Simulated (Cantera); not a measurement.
## Adiabatic ignition

An adiabatic, constant-pressure homogeneous reactor starts with 10.2 % CH₄, 0.538 % H₂, 18.7 % O₂, 70.3 % N₂, 0.284 % H₂O, equivalence ratio 1.1, at 1723 K and 0.987 atm.

Cantera simulation using GRI-Mech 3.0 (53 species, 325 reactions); the numbers are that mechanism's predictions, not measurements.

| t (s) | T (K) | x CH₄ | x H₂ | x O₂ | x C₂H₂ | x O |
|---|---|---|---|---|---|---|
| 3.00e-6 | 1723 | 0.101 | 0.00538 | 0.187 | <1e-12 | 1.55e-7 |
| 6.01e-6 | 1723 | 0.101 | 0.00539 | 0.187 | 2.16e-12 | 2.01e-7 |
| 1.20e-5 | 1723 | 0.101 | 0.00539 | 0.187 | 5.11e-11 | 3.10e-7 |
| 2.41e-5 | 1723 | 0.101 | 0.00541 | 0.187 | 1.25e-9 | 6.00e-7 |
| 4.82e-5 | 1723 | 0.101 | 0.00546 | 0.186 | 3.92e-8 | 1.56e-6 |
| 9.65e-5 | 1730 | 0.0971 | 0.00620 | 0.184 | 2.63e-6 | 6.93e-6 |
| 0.000193 | 2626 | <1e-12 | 0.0337 | 0.0220 | <1e-12 | 0.0135 |
| 0.000387 | 2810 | <1e-12 | 0.0295 | 0.0178 | <1e-12 | 0.00886 |
| 0.000775 | 2832 | <1e-12 | 0.0291 | 0.0163 | <1e-12 | 0.00794 |
| 0.00155 | 2828 | <1e-12 | 0.0295 | 0.0153 | <1e-12 | 0.00755 |
| 0.00311 | 2826 | <1e-12 | 0.0297 | 0.0149 | <1e-12 | 0.00736 |
| 0.00622 | 2825 | <1e-12 | 0.0297 | 0.0148 | <1e-12 | 0.00733 |
| 0.0125 | 2825 | <1e-12 | 0.0297 | 0.0148 | <1e-12 | 0.00733 |
| 0.0249 | 2825 | <1e-12 | 0.0297 | 0.0148 | <1e-12 | 0.00733 |
| 0.0499 | 2825 | <1e-12 | 0.0297 | 0.0148 | <1e-12 | 0.00733 |
| 0.100 | 2825 | <1e-12 | 0.0297 | 0.0148 | <1e-12 | 0.00733 |
x: mole fraction; the columns are a selection and need not sum to one.

```yaml
time_of_steepest_temperature_rise: 0.167 ms
temperature at 0.100 s: 2825 K
equilibrium_temperature: 2825 K
x(CH₄) at 0.100 s: <1e-12 (gas-phase equilibrium <1e-12)
x(H₂) at 0.100 s: 0.0297 (gas-phase equilibrium 0.0297)
x(O₂) at 0.100 s: 0.0148 (gas-phase equilibrium 0.0148)
```
